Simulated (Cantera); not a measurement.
Charge: 1 mol Si, 2.8 mol HCl, 0.28 mol N₂, 8.4 mol F₂, equilibrated at 1050 °C and 20.0 mbar.

Method: chemical equilibrium by Gibbs-energy minimisation in Cantera with the NASA 1993 tables (ideal gas, pure condensed phases). Candidate condensed phases: NH₄Cl, Si, Si₃N₄; 49 gas species. Equilibrium is a limit: real reactors are often held back by kinetics, nucleation or transport.

Base state: F 0.507, HF 0.199, ClF 0.197, SiF₄ 0.0712, N₂ 0.0199, F₂ 0.00412, Cl 0.00192, Cl₂ 0.000318 (mole fractions); condensed: gas only.

Question: What changes in the equilibrium state with this change: temperature from 1050 °C to 925 °C?

Answer: 
| species | before | after |
|---|---|---|
| F | 0.507 | 0.484 |
| HF | 0.199 | 0.202 |
| ClF | 0.197 | 0.202 |
| F₂ | 0.00412 | 0.0182 |
| SiF₄ | 0.0712 | 0.0723 |
| N₂ | 0.0199 | 0.0202 |
| Cl₂ | 0.000318 | 2.91e-5 |
| Cl | 0.00192 | 0.000177 |
